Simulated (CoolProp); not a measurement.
n-perfluorobutane at several states: density (kg/m³) from the reference equation and from simpler models built on Tc = 386.3 K, pc = 2.322 MPa, ω = 0.372; each cubic takes its own stable root.

The numbers come from the reference Helmholtz-energy equation of state, Gao 2022 in CoolProp.

```json
[
 {"T (K)": "363.4", "p (MPa)": "0.669", "phase": "gas", "reference": "60.53"},
 {"T (K)": "325.2", "p (MPa)": "0.291", "phase": "gas", "reference": "27.78"},
 {"T (K)": "264.9", "p (MPa)": "1.2", "phase": "liquid", "reference": "1624"},
 {"T (K)": "377.9", "p (MPa)": "10", "phase": "liquid", "reference": "1283"}
]
```

Problem. How far does each simpler model (van der Waals, Redlich-Kwong, Soave-Redlich-Kwong, Peng-Robinson) lie from the reference over these 4 states: mean and median of the absolute difference, and the worst?

Solution. 
- van der Waals: mean 17.2 %, median 14.4 %, worst -37.9 % at 264.9 K and 1.2 MPa
- Redlich-Kwong: mean 4.1 %, median 3.1 %, worst -10.2 % at 264.9 K and 1.2 MPa
- Soave-Redlich-Kwong: mean 2.8 %, median 2.9 %, worst -5.2 % at 264.9 K and 1.2 MPa
- Peng-Robinson: mean 4.0 %, median 3.9 %, worst +7.1 % at 264.9 K and 1.2 MPa
